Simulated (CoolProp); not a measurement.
Computed with CoolProp (reference Helmholtz-energy equation of state, de Reuck 1990).

Problem. For fluorine, give the phase and the cv (kJ/(kg K)) at 235.1 K and 9.36 bar; 235.1 K and 112 bar.

Solution. 
- 235.1 K and 9.36 bar: gas; cv 0.579
- 235.1 K and 112 bar: supercritical; cv 0.626
